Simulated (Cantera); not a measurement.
A perfectly stirred reactor is fed with H2 : O2 = 0.053 : 1 (molar parts), equivalence ratio 0.026, at 21.0 Torr; it is held at 1325 K, and followed from long to short residence time.

Computed with Cantera and GRI-Mech 3.0 (53 species, 325 reactions). Radical loss at walls, strong at low pressure, is not modelled. The temperature is held fixed by assumption; the heat of reaction is taken as removed at once.

Problem. What does this change do: 0.049 parts H2O added?

Solution. 
| quantity | before | after |
|---|---|---|
| x(H2) at τ = 1.20 s | 7.67e-5 | 8.70e-5 |
| x(O2) at τ = 1.20 s | 0.946 | 0.904 |
| x(H) at τ = 1.20 s | 6.40e-5 | 4.64e-5 |
| x(O) at τ = 1.20 s | 0.00161 | 0.00103 |
| x(HO2) at τ = 1.20 s | 1.22e-6 | 1.41e-6 |
| x(H2) at τ = 43.0 ms | 0.000544 | 0.000662 |
| x(O2) at τ = 43.0 ms | 0.935 | 0.895 |
| x(H) at τ = 43.0 ms | 0.00132 | 0.00104 |
| x(O) at τ = 43.0 ms | 0.0119 | 0.00808 |
| x(HO2) at τ = 43.0 ms | 3.59e-6 | 4.79e-6 |
